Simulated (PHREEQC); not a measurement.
Dissolve 10 mmol/kgw Al(NO3)3 at 25 °C and 50 atm. Closed to the air; pH follows from the charge balance.

Computed with PHREEQC (ion-association model, phreeqc.dat).

| Quantity | Result |
|---|---|
| pH | 3.68 |
| ionic strength | 0.0595 mol/kgw |
| specific conductance | 3100 µS/cm |
| density | 1.001 g/cm³ |

| species | molality | activity | log γ |
|---|---|---|---|
| NO3- | 0.0300 | 0.0238 | -0.100 |
| Al+3 | 0.00976 | 0.00219 | -0.649 |
| H+ | 0.000245 | 0.000207 | -0.072 |
| AlOH+2 | 0.000235 | 0.000106 | -0.347 |
| Al(OH)2+ | 4.80e-6 | 3.93e-6 | -0.087 |
| Al(OH)3 | 2.86e-9 | 2.90e-9 | 0.006 |

This is a speciation only: nothing precipitates in the calculation. Saturation is exceeded, for instance for Gibbsite (slow to form); the values hold only as long as no solid forms. Species that the database lacks are ignored. Under pressure, the constants of complexes without a molar volume in the database are unreliable.
